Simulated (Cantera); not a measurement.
A perfectly stirred reactor is fed with CH₄ : H₂O = 1 : 1.9 (molar parts), at 0.227 atm; it is held at 2025 K, and followed from long to short residence time.

Computed with Cantera and GRI-Mech 3.0 (53 species, 325 reactions).

Task: What does this change do: H2O 1.9 to 5.1 parts?

Result: 
```csv
quantity,before,after
x(CH₄) at τ = 1.20 s,0.00179,0.000375
x(H₂O) at τ = 1.20 s,0.176,0.481
x(H) at τ = 1.20 s,0.00295,0.00220
x(HO₂) at τ = 1.20 s,2.43e-11,2.98e-10
x(O₂) at τ = 1.20 s,3.69e-8,5.95e-7
x(CH₄) at τ = 47.0 ms,0.0138,0.00629
x(H₂O) at τ = 47.0 ms,0.252,0.505
x(H) at τ = 47.0 ms,0.00262,0.00203
x(HO₂) at τ = 47.0 ms,4.55e-11,3.09e-10
x(O₂) at τ = 47.0 ms,6.09e-8,6.12e-7
```

Task: What does this change do: pressure from 0.227 atm to 0.132 atm?

Result: 
```tsv
quantity	before	after
x(CH₄) at τ = 1.20 s	0.00179	0.00192
x(H₂O) at τ = 1.20 s	0.176	0.177
x(H) at τ = 1.20 s	0.00295	0.00363
x(HO₂) at τ = 1.20 s	2.43e-11	2.93e-11
x(O₂) at τ = 1.20 s	3.69e-8	5.65e-8
x(CH₄) at τ = 47.0 ms	0.0138	0.0152
x(H₂O) at τ = 47.0 ms	0.252	0.268
x(H) at τ = 47.0 ms	0.00262	0.00304
x(HO₂) at τ = 47.0 ms	4.55e-11	5.63e-11
x(O₂) at τ = 47.0 ms	6.09e-8	9.20e-8
```

Task: What does this change do: temperature 2025 to 1925 K?

Result: 
| quantity | before | after |
|---|---|---|
| x(CH₄) at τ = 1.20 s | 0.00179 | 0.00514 |
| x(H₂O) at τ = 1.20 s | 0.176 | 0.188 |
| x(H) at τ = 1.20 s | 0.00295 | 0.00150 |
| x(HO₂) at τ = 1.20 s | 2.43e-11 | 6.00e-12 |
| x(O₂) at τ = 1.20 s | 3.69e-8 | 9.32e-9 |
| x(CH₄) at τ = 47.0 ms | 0.0138 | 0.0262 |
| x(H₂O) at τ = 47.0 ms | 0.252 | 0.326 |
| x(H) at τ = 47.0 ms | 0.00262 | 0.00127 |
| x(HO₂) at τ = 47.0 ms | 4.55e-11 | 1.76e-11 |
| x(O₂) at τ = 47.0 ms | 6.09e-8 | 2.22e-8 |
